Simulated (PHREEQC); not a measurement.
Solution (25 °C): 0.041 mol ZnSO4 per kg of water. Closed to the air; pH follows from the charge balance.

Equilibrium calculation in PHREEQC: ion-association model, phreeqc.dat.

```json
{
 "pH": "5.62",
 "ionic_strength": "0.0909 mol/kgw",
 "density": "1.004 g/cm³"
}
```

```tsv
species	molality	activity	log γ
Zn+2	0.0227	0.00881	-0.411
SO4-2	0.0201	0.00773	-0.415
ZnSO4	0.0156	0.0160	0.009
Zn(SO4)2-2	0.00262	0.00100	-0.417
ZnOH+	5.13e-6	4.03e-6	-0.104
H+	2.88e-6	2.39e-6	-0.081
HSO4-	2.29e-6	1.80e-6	-0.104
Zn(OH)2	1.89e-8	1.93e-8	0.009
OH-	5.50e-9	4.23e-9	-0.114
```

No solid was allowed to form. Complexes and solids missing from the database can't appear.
